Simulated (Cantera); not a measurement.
A closed system holds: 1 mol Si, 0.093 mol CO₂, 680 mol H₂, at 1.50 bar.

These are equilibrium values from Cantera (NASA tables, ideal gas, pure condensed phases), not measurements of a reactor. Candidate condensed phases: C, C₆H₆, C₇H₈, C₈H₁₈, H₂O, Si, SiC, SiO₂; 123 gas species. Mutual solubility and eutectic melting of coexisting phases are not modelled. Gases not in the tables: Si₂H₆ and higher silanes. Rates play no part.

Q: Which condensed phases are stable at each of these points (T (K)): 1798, 1848, 1898, 1948, 1998, 2048, 2098, 2148?

A: 
| T (K) | condensed phases | Si condensed (%) |
|---|---|---|
| 1798 | Si(l) + SiC(s) | 80.7 |
| 1848 | Si(l) + SiC(s) | 80.1 |
| 1898 | Si(l) + SiC(s) | 79.1 |
| 1948 | Si(l) + SiC(s) | 77.5 |
| 1998 | Si(l) + SiC(s) | 75.0 |
| 2048 | Si(l) + SiC(s) | 70.9 |
| 2098 | Si(l) | 64.3 |
| 2148 | Si(l) | 54.3 |

From 1798 K to 2048 K the condensed part is Si(l) + SiC(s). From 2098 K to 2148 K the condensed part is Si(l).
